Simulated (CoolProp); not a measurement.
Isobutene along the isotherm 386 K: density (kg/m³) from the reference equation and from simpler models built on Tc = 418.1 K, pc = 40.16 bar, ω = 0.193; each cubic takes its own stable root.

The numbers come from the reference Helmholtz-energy equation of state, Lemmon 2005 in CoolProp. It is a short technical equation, of lower accuracy than the large ones.

| p (bar) | phase | reference |
|---|---|---|
| 6.69 | gas | 12.71 |
| 13.4 | gas | 28.36 |
| 20.1 | gas | 49.74 |
| 26.8 | liquid | 446.9 |
| 33.5 | liquid | 453.8 |
| 40.2 | liquid | 459.7 |
| 46.8 | liquid | 464.9 |
| 53.5 | liquid | 469.6 |
| 60.2 | liquid | 473.9 |

### Question
How far does each simpler model (van der Waals, Redlich-Kwong, Soave-Redlich-Kwong, Peng-Robinson) lie from the reference over these 9 states: mean and median of the absolute difference, and the worst?

### Answer
- van der Waals: mean 30.5 %, median 34.0 %, worst -84.0 % at 386 K and 26.8 bar
- Redlich-Kwong: mean 10.8 %, median 13.5 %, worst -18.4 % at 386 K and 26.8 bar
- Soave-Redlich-Kwong: mean 8.8 %, median 11.4 %, worst -14.8 % at 386 K and 26.8 bar
- Peng-Robinson: mean 1.2 %, median 0.7 %, worst -3.7 % at 386 K and 26.8 bar

At some of these states van der Waals gives the other phase, because its saturation line lies elsewhere.
